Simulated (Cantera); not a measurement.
Cantera run, input and output.

```python
import numpy as np
import cantera as ct

gas = ct.Solution("gri30.yaml")


def delay(T, t_max=10):
    gas.TPX = T, 720000, {'CH4': 1, 'O2': 3.57, 'N2': 13.4}
    reactor = ct.IdealGasConstPressureReactor(gas, clone=False)
    net = ct.ReactorNet([reactor])
    net.rtol, net.atol = 1e-8, 1e-16
    while net.time < t_max:
        t_old, T_old = net.time, reactor.T
        net.step()
        if reactor.T > T + 400:  # ignition: a rise of 400 K
            return t_old + (T + 400 - T_old) / (reactor.T - T_old) * (net.time - t_old)
    return np.nan


taus = []
for T in [1075, 1150, 1225, 1300, 1375, 1450, 1525]:
    taus.append(delay(T))
    print(f"T0 = {T:6g} K   tau = {taus[-1]:.4e} s")
```

Result:

```
T0 =   1075 K   tau = 2.9028e-02 s
T0 =   1150 K   tau = 9.9567e-03 s
T0 =   1225 K   tau = 3.7953e-03 s
T0 =   1300 K   tau = 1.5621e-03 s
T0 =   1375 K   tau = 6.8653e-04 s
T0 =   1450 K   tau = 3.2063e-04 s
T0 =   1525 K   tau = 1.5876e-04 s
```

Computed with Cantera and GRI-Mech 3.0 (53 species, 325 reactions).
